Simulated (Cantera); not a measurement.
An isothermal, constant-pressure homogeneous reactor starts with NO : N2 = 1 : 4.3 (molar parts), at 1825 K and 0.444 atm. Integrator tolerance rtol = 1e-08.

Cantera simulation using GRI-Mech 3.0 (53 species, 325 reactions); the numbers are that mechanism's predictions, not measurements.

Problem. What does this change do: N2 4.3 to 1.7 parts?

Solution. 
| quantity | before | after |
|---|---|---|
| x(NO) at 1.00 s | 0.178 (gas-phase equilibrium 0.00323) | 0.333 (gas-phase equilibrium 0.00430) |
| x(O2) at 1.00 s | 0.00511 (gas-phase equilibrium 0.0927) | 0.0183 (gas-phase equilibrium 0.183) |
| x(N2) at 1.00 s | 0.816 (gas-phase equilibrium 0.904) | 0.648 (gas-phase equilibrium 0.813) |
| x(N2O) at 1.00 s | 1.33e-5 (gas-phase equilibrium 1.33e-7) | 4.55e-5 (gas-phase equilibrium 1.68e-7) |
| x(NO2) at 1.00 s | 5.21e-5 (gas-phase equilibrium 3.42e-6) | 0.000170 (gas-phase equilibrium 6.41e-6) |

Problem. What does this change do: pressure from 0.444 atm to 0.0632 atm?

Solution. 
| quantity | before | after |
|---|---|---|
| x(NO) at 1.00 s | 0.178 (gas-phase equilibrium 0.00323) | 0.187 (gas-phase equilibrium 0.00323) |
| x(O2) at 1.00 s | 0.00511 (gas-phase equilibrium 0.0927) | 0.000859 (gas-phase equilibrium 0.0926) |
| x(N2) at 1.00 s | 0.816 (gas-phase equilibrium 0.904) | 0.812 (gas-phase equilibrium 0.904) |
| x(N2O) at 1.00 s | 1.33e-5 (gas-phase equilibrium 1.33e-7) | 1.40e-5 (gas-phase equilibrium 5.01e-8) |
| x(NO2) at 1.00 s | 5.21e-5 (gas-phase equilibrium 3.42e-6) | 1.25e-5 (gas-phase equilibrium 1.29e-6) |
